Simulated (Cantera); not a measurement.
Input (Python, Cantera) and output of one run.

```python
import numpy as np
import cantera as ct

gas_names = """
    O2 N2O N2
""".split()
cond_names = """
    Ti4O7(s) Ti4O7(L) C(gr) TiC(s) TiC(L) TiO(a) TiO(b) TiO(L) Ti2O3(a) Ti2O3(b) Ti2O3(L)
""".split()


# ... load() reads the species with a 1 bar reference pressure and builds the phases ...
species = {s.name: s for s in load("nasa_gas.yaml", gas_names) + load("nasa_condensed.yaml", cond_names)}
# Each term lists the table entries of one substance; the one whose range holds T is used.
reactions = {
    '2 Ti4O7 + 8 C = 7 O2(g) + 8 TiC':
        [(-2, ['Ti4O7(s)', 'Ti4O7(L)']), (-8, ['C(gr)']), (7, ['O2']), (8, ['TiC(s)', 'TiC(L)'])],
    '2 TiO + N2O(g) = Ti2O3 + N2(g)':
        [(-2, ['TiO(a)', 'TiO(b)', 'TiO(L)']), (-1, ['N2O']), (1, ['Ti2O3(a)', 'Ti2O3(b)', 'Ti2O3(L)']), (1, ['N2'])],
}


def pick(names, T):
    return next(species[n] for n in names if species[n].thermo.min_temp <= T <= species[n].thermo.max_temp)


results = []
for label, terms in reactions.items():
    print(label)
    print("     T/K   dH/kJ  dS/(J/K)   dG/kJ   log10 K")
    for T in [2150, 2200, 2250, 2300, 2350, 2400, 2450]:
        used = [(nu, pick(names, T)) for nu, names in terms]
        dH = sum(nu * s.thermo.h(T) for nu, s in used) / 1e6
        dS = sum(nu * s.thermo.s(T) for nu, s in used) / 1e3
        dG = dH - T * dS / 1e3
        logK = -dG * 1e6 / (ct.gas_constant * T * np.log(10))
        results.append((label, T, dH, dS, dG, logK, [s.name for _, s in used]))
        print(f"{T:8g} {dH:8.1f} {dS:8.1f} {dG:8.1f} {logK:8.2f}")
```

Result:

```
2 Ti4O7 + 8 C = 7 O2(g) + 8 TiC
     T/K   dH/kJ  dS/(J/K)   dG/kJ   log10 K
    2150   4688.7    784.9   3001.2   -72.91
    2200   4679.5    780.6   2962.1   -70.33
    2250   4670.4    776.6   2923.1   -67.86
    2300   4661.6    772.7   2884.4   -65.51
    2350   4653.0    769.0   2845.9   -63.26
    2400   4644.7    765.5   2807.5   -61.10
    2450   4636.5    762.1   2769.3   -59.04
2 TiO + N2O(g) = Ti2O3 + N2(g)
     T/K   dH/kJ  dS/(J/K)   dG/kJ   log10 K
    2150   -505.5     -6.6   -491.3    11.94
    2200   -505.6     -6.7   -491.0    11.66
    2250   -505.8     -6.7   -490.6    11.39
    2300   -505.9     -6.8   -490.3    11.13
    2350   -506.0     -6.8   -490.0    10.89
    2400   -506.1     -6.9   -489.6    10.66
    2450   -506.3     -6.9   -489.3    10.43
```

Standard-state values (1 bar) from the NASA 1993 polynomials, evaluated with Cantera. TiC, TiO: taken at fixed stoichiometry. Condensed species are held in their standard states even where they would react or evaporate.
